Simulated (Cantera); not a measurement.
Ignition delay

Mixture: 26.8 % CO, 0.858 % H2, 13.8 % O2, 52.0 % N2, 6.44 % H2O, equivalence ratio 1.0, at 1.00 atm, adiabatic and at constant volume. Ignition delay is the time to a rise of 400 K.

Computed with Cantera and GRI-Mech 3.0 (53 species, 325 reactions). Where the delays flatten at high temperature, the 400 K rule measures the pace of heat release, not the induction time.

```csv
T0 (K),delay (ms)
1223,0.161
1298,0.114
1373,0.0885
1448,0.0726
1523,0.0624
1598,0.0558
```
